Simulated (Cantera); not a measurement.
Charge: 1 mol CF4, 0.77 mol Si.

Cantera equilibrium calculation (NASA polynomials, part measured and part estimated; ideal gas, pure solids and liquids). Candidate condensed phases: C, Si, SiC; 23 gas species. The tables' values for SiF2, SiF3 are old estimates. The numbers say what is thermodynamically allowed, not how fast it happens.

Stable condensed phases, one row left out:

```
T in °C \ P in Pa
              1    5.2     27    140    720   3700  19000 100000
   2375       A      A      B      B      B      B      B      B
   2300       A      B      B      B      B      B      B      B
   2150       B      B      B      B      B      B      B      B
   2075       B      B      B      B      B      B      B      B
   2000       B      B      B      B      B      B      B      B
   1925       B      B      B      B      B      B      B      B
   1850       B      B      B      B      B      B      B      B
   1775       B      B      B      B      B      B      B      B
   1700       B      B      B      B      B      B      B      B
   1625       B      B      B      B      B      B      B      B
   1550       B      B      B      B      B      B      B      B
   1475       B      B      B      B      B      B      B      B
   1400       B      B      B      B      B      B      B      B
```

A: gas only; B: C.

Question: Give the row for 2225 °C.

Answer: 1: C; 5.2: C; 27: C; 140: C; 720: C; 3700: C; 19000: C; 100000: C.
